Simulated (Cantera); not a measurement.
**Thermodynamics of nitride etching, feed AlN + Cl₂**

A closed system holds: 1 mol AlN, a varied amount of Cl₂, held at 1398 K and 100000 Pa.

Cantera equilibrium calculation (NASA polynomials, part measured and part estimated; ideal gas, pure solids and liquids). Candidate condensed phases: Al, AlCl₃, AlN; 11 gas species. Kinetics and transport are ignored.

From 5.2 mol Cl₂ to 39 mol Cl₂ nothing is condensed. The main Al-bearing gas is AlCl₃ throughout.

```tsv
n(Cl₂) (mol)	log p Cl₂	log p AlCl₃	log p N₂	log p Cl
5.2	-0.16	-0.72	-1.02	-1.63
9	-0.09	-0.96	-1.26	-1.60
13	-0.07	-1.12	-1.42	-1.59
17	-0.05	-1.24	-1.54	-1.58
20	-0.05	-1.31	-1.61	-1.58
24	-0.04	-1.39	-1.69	-1.57
28	-0.04	-1.45	-1.75	-1.57
32	-0.03	-1.51	-1.81	-1.57
35	-0.03	-1.55	-1.85	-1.57
39	-0.03	-1.60	-1.90	-1.57
```
log p: log10 of the partial pressure in bar; nothing condenses.
